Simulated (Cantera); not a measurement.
**Diamond growth**

A diamond (100) surface in a fixed gas of H2 with x(CH4) = 0.027, x(CH3) = 1.2e-05, at 925 K, 0.0720 atm; coverages are run to steady state.

Model: the Harris–Goodwin 1993 mechanism for the reconstructed diamond (100) surface, integrated in Cantera.

```tsv
x(H)	growth (µm/h)	θ c6HH	θ c6H*	θ c6*H	θ c6**	θ c6HM
0.0001	0.219	0.627	0.0109	0.279	0.00344	0.0623
0.00025	0.270	0.647	0.0116	0.298	0.00446	0.0307
0.00063	0.297	0.658	0.0120	0.308	0.00503	0.0134
0.0016	0.310	0.664	0.0121	0.312	0.00530	0.00552
0.004	0.316	0.666	0.0122	0.314	0.00542	0.00225
0.01	0.318	0.667	0.0124	0.314	0.00548	0.000905
0.025	0.319	0.667	0.0126	0.314	0.00552	0.000363
0.064	0.320	0.667	0.0131	0.314	0.00558	0.000142
0.16	0.324	0.667	0.0144	0.313	0.00573	5.73e-5
```
θ: site fractions in the mechanism's names (c6HH fully hydrogenated, c6H* and c6*H radical sites, c6** diradical, c6HM methylated).
